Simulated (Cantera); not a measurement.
Charge: 1 mol C₃H₈, 1.4 mol O₂, 8.8 mol H₂, held at 8500 Pa.

Cantera equilibrium calculation (NASA polynomials, part measured and part estimated; ideal gas, pure solids and liquids). Candidate condensed phases: C, C₆H₆, C₇H₈, C₈H₁₈, H₂O; 110 gas species. Kinetics and transport are ignored.

### Question
At 2025 K, list the 5 most abundant gas species with their mole fractions, and the condensed phases.

### Answer
H₂ 0.814, CO 0.179, H 0.00596, C₂H₂ (acetylene) 0.000737, CH₄ 2.24e-5. Condensed: C(graphite).
